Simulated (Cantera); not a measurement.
A closed system holds: 1 mol Si, 0.0078 mol H2O, 7.9 mol H2, equilibrated at 1748 K and 13.3 mbar.

Cantera equilibrium calculation (NASA polynomials, part measured and part estimated; ideal gas, pure solids and liquids). Candidate condensed phases: H2O, Si, SiO2; 18 gas species. Gases not in the tables: Si2H6 and higher silanes. The numbers say what is thermodynamically allowed, not how fast it happens.

Base state: H2 0.997, H 0.00198, SiO 0.000984, Si 0.000109, SiH2 2.05e-5, SiH 1.68e-5 (mole fractions); condensed: Si(l).

**Question.** What changes in the equilibrium state with this change: temperature from 1748 K to 1850 K?

**Answer.** 
```tsv
species	before	after
H2	0.997	0.994
H	0.00198	0.00465
SiO	0.000984	0.000983
Si	0.000109	0.000484
SiH	1.68e-5	5.52e-5
SiH2	2.05e-5	4.19e-5
Si(l), mol	0.991	0.988
```
